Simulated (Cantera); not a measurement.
Feed: 1 mol SiO₂, 5.8 mol HF, 1.6 mol N₂, held at 1275 K and 3.45 Torr.

Method: chemical equilibrium by Gibbs-energy minimisation in Cantera with the NASA 1993 tables (ideal gas, pure condensed phases). Candidate condensed phases: H₂O, Si, SiO₂, Si₂N₂O, Si₃N₄; 58 gas species. The tables hold silica as quartz up to 1696 K and as liquid above; real silica turns to tridymite and cristobalite and melts near 1996 K. The numbers say what is thermodynamically allowed, not how fast it happens.

Base state: HF 0.658, N₂ 0.225, H₂O 0.0779, SiF₄ 0.0390, H₂ 2.08e-5 (mole fractions); condensed: SiO₂(β-quartz).

### Question
What changes in the equilibrium state with this change: pressure from 3.45 Torr to 1.00 Torr?

### Answer
| species | before | after |
|---|---|---|
| HF | 0.658 | 0.695 |
| N₂ | 0.225 | 0.222 |
| H₂O | 0.0779 | 0.0554 |
| SiF₄ | 0.0390 | 0.0277 |
| O₂ | 9.29e-6 | 1.12e-5 |
| H₂ | 2.08e-5 | 2.50e-5 |
| SiO₂(β-quartz), mol | 0.722 | 0.801 |
